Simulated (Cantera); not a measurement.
Equilibrium for hydrogen reduction and annealing atmospheres: Cr₂O₃ + H₂ + H₂O

Charge: 1 mol Cr₂O₃, 67 mol H₂, 0.92 mol H₂O, equilibrated at 1.00 Torr.

Equilibrium computed with Cantera from the NASA thermochemical tables; the gas is ideal and each condensed phase is pure. Candidate condensed phases: Cr, Cr₂O₃, H₂O; 13 gas species. Rates play no part.

| T (K) | x H₂ | x H₂O | x H | x Cr | x CrO | x OH | n Cr₂O₃(s) |
|---|---|---|---|---|---|---|---|
| 1625 | 0.984 | 0.0141 | 0.00192 | 0.000361 | 2.05e-6 | 1.15e-6 | 0.988 |
| 1650 | 0.982 | 0.0145 | 0.00247 | 0.000651 | 3.99e-6 | 1.64e-6 | 0.978 |
| 1675 | 0.981 | 0.0152 | 0.00315 | 0.00112 | 7.52e-6 | 2.36e-6 | 0.962 |
| 1700 | 0.978 | 0.0163 | 0.00399 | 0.00184 | 1.38e-5 | 3.43e-6 | 0.937 |
| 1725 | 0.974 | 0.0178 | 0.00502 | 0.00285 | 2.44e-5 | 5.04e-6 | 0.902 |
| 1750 | 0.970 | 0.0198 | 0.00627 | 0.00423 | 4.21e-5 | 7.51e-6 | 0.854 |
| 1775 | 0.964 | 0.0224 | 0.00778 | 0.00600 | 7.07e-5 | 1.13e-5 | 0.792 |
| 1800 | 0.956 | 0.0257 | 0.00959 | 0.00822 | 0.000116 | 1.70e-5 | 0.713 |
| 1825 | 0.947 | 0.0298 | 0.0117 | 0.0109 | 0.000186 | 2.58e-5 | 0.616 |
| 1850 | 0.937 | 0.0346 | 0.0143 | 0.0142 | 0.000294 | 3.90e-5 | 0.498 |
| 1875 | 0.924 | 0.0403 | 0.0173 | 0.0180 | 0.000455 | 5.87e-5 | 0.357 |
| 1900 | 0.909 | 0.0470 | 0.0207 | 0.0224 | 0.000694 | 8.79e-5 | 0.188 |
| 1925 | 0.893 | 0.0542 | 0.0247 | 0.0272 | 0.00102 | 0.000130 | 0 |
| 1950 | 0.888 | 0.0540 | 0.0296 | 0.0271 | 0.00105 | 0.000163 | 0 |
x: gas mole fraction; n: condensed amount in mol.

From 1625 K to 1900 K the condensed part is Cr₂O₃(s). From 1925 K to 1950 K nothing is condensed. The main Cr-bearing gas is Cr throughout.
